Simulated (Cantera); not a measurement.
Feed: 1 mol Si, 0.0011 mol H₂O, 4.7 mol H₂, 3.6 mol CO₂, at 650 °C and 0.250 bar.

Cantera equilibrium calculation (NASA polynomials, part measured and part estimated; ideal gas, pure solids and liquids). Candidate condensed phases: C, C₆H₆, C₇H₈, C₈H₁₈, H₂O, Si, SiC, SiO₂; 123 gas species. Kinetics and transport are ignored.

Base state: H₂ 0.472, CO 0.315, CO₂ 0.118, H₂O 0.0867, CH₄ 0.00853 (mole fractions); condensed: SiO₂(β-quartz).

Problem. What changes in the equilibrium state with this change: pressure from 0.250 bar to 7.00 mbar?

Solution. 
```csv
species,before,after
H₂,0.472,0.485
CO,0.315,0.323
CO₂,0.118,0.111
CH₄,0.00853,7.86e-6
H₂O,0.0867,0.0818
"SiO₂(β-quartz), mol",1.00,1.00
```
